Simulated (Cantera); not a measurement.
An adiabatic, constant-volume homogeneous reactor starts with C2H4 : O2 : N2 : CO2 = 1 : 2.31 : 6 : 0.76 (molar parts), equivalence ratio 1.3, at 1800 K and 3750 Torr.

Cantera simulation using GRI-Mech 3.0 (53 species, 325 reactions); the numbers are that mechanism's predictions, not measurements. GRI-Mech 3.0 was tuned for natural gas; its chemistry of ethylene as a main component is partial and can be far from experiment. Above 3000 K some thermodynamic fits are extrapolated.

Task: Predict: time of steepest temperature rise; temperature at 3.00 s; equilibrium temperature; x(O2) at 3.00 s; x(CH2O) at 3.00 s; x(NO) at 3.00 s; x(OH) at 3.00 s.

Result: time of steepest temperature rise: 2.19 µs
temperature at 3.00 s: 3304 K
equilibrium temperature: 3304 K
x(O2) at 3.00 s: 0.0187 (gas-phase equilibrium 0.0187)
x(CH2O) at 3.00 s: 2.11e-8 (gas-phase equilibrium 2.11e-8)
x(NO) at 3.00 s: 0.0161 (gas-phase equilibrium 0.0161)
x(OH) at 3.00 s: 0.0317 (gas-phase equilibrium 0.0317)
